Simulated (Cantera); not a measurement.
Charge: 1 mol SiO2, 1200 mol H2, at 1 atm.

These are equilibrium values from Cantera (NASA tables, ideal gas, pure condensed phases), not measurements of a reactor. Candidate condensed phases: H2O, Si, SiO2; 18 gas species. Kinetics and transport are ignored. All values below are at 1475 °C.

Base state: H2 0.998, H2O 0.000833, SiO 0.000833, H 0.000227 (mole fractions); condensed: gas only.

Q: What changes in the equilibrium state with this change: pressure from 1 atm to 0.0200 bar?

A: 
| species | before | after |
|---|---|---|
| H2 | 0.998 | 0.997 |
| H | 0.000227 | 0.00161 |
| SiO | 0.000833 | 0.000832 |
| H2O | 0.000833 | 0.000832 |
